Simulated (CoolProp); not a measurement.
A simple Rankine cycle with R143a: condensing at 292.15 K, boiler at 2.65 MPa, turbine inlet 344.5 K, turbine efficiency 0.8, pump efficiency 0.7, no recuperator. Each further row changes one setting.

Computed with CoolProp (reference Helmholtz-energy equation of state, Lemmon and Jacobsen 2000).

```
case                             thermal efficiency (%)  net work (kJ/kg)  heat in (kJ/kg)  turbine exit temperature (K)  volume ratio over the turbine
-------------------------------  ----------------------  ----------------  ---------------  ----------------------------  -----------------------------
as stated                                           7.4              14.6              198                         305.5                           2.65
turbine inlet 364.5 K                               7.6              17.4              227                         328.5                           2.55
condensing temperature 284.15 K                     8.9              18.7              210                         297.5                           3.33
boiler pressure 1.85 MPa                            4.9              10.5              215                         323.7                           1.75
turbine efficiency 0.7                              6.3              12.5              198                         307.3                           2.68
```
